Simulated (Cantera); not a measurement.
Input: 1 mol CH3Cl, 0.57 mol Si, equilibrated at 1.10 mbar.

These are equilibrium values from Cantera (NASA tables, ideal gas, pure condensed phases), not measurements of a reactor. Candidate condensed phases: C, C6H6, C7H8, C8H18, Si, SiC; 109 gas species. Gases not in the tables: Si2H6 and higher silanes. Kinetics and transport are ignored.

### Question
Which condensed phases are stable at each of these points (T (K)): 948, 1148, 1348, 1548, 1748, 1948, 2148, 2348, 2548, 2748, 2948, 3148?

### Answer
| T (K) | condensed phases | Si condensed (%) |
|---|---|---|
| 948 | C(graphite) + SiC(s) | 76.7 |
| 1148 | C(graphite) + SiC(s) | 95.1 |
| 1348 | C(graphite) + SiC(s) | 97.7 |
| 1548 | C(graphite) + SiC(s) | 95.4 |
| 1748 | C(graphite) + SiC(s) | 91.4 |
| 1948 | C(graphite) + SiC(s) | 86.5 |
| 2148 | C(graphite) + SiC(s) | 74.1 |
| 2348 | C(graphite) | 0.0 |
| 2548 | C(graphite) | 0.0 |
| 2748 | C(graphite) | 0.0 |
| 2948 | gas only | 0.0 |
| 3148 | gas only | 0.0 |

From 948 K to 2148 K the condensed part is C(graphite) + SiC(s). From 2348 K to 2748 K the condensed part is C(graphite). From 2948 K to 3148 K nothing is condensed.
